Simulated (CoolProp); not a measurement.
Model: reference Helmholtz-energy equation of state, Thol 2016, in CoolProp.

Problem. Give the vapour pressure (MPa), vapour density (kg/m³), enthalpy of vaporisation (kJ/kg), surface tension (mN/m) of saturated R1234ze(E) at 252 K.

Solution. 
```json
[
 {"T (K)": "252", "p (MPa)": "0.0921", "vapour density (kg/m³)": "5.21", "enthalpy of vaporisation (kJ/kg)": "197", "surface tension (mN/m)": "16.3"}
]
```

Surface tension comes from a separate correlation (Mulero 2014).
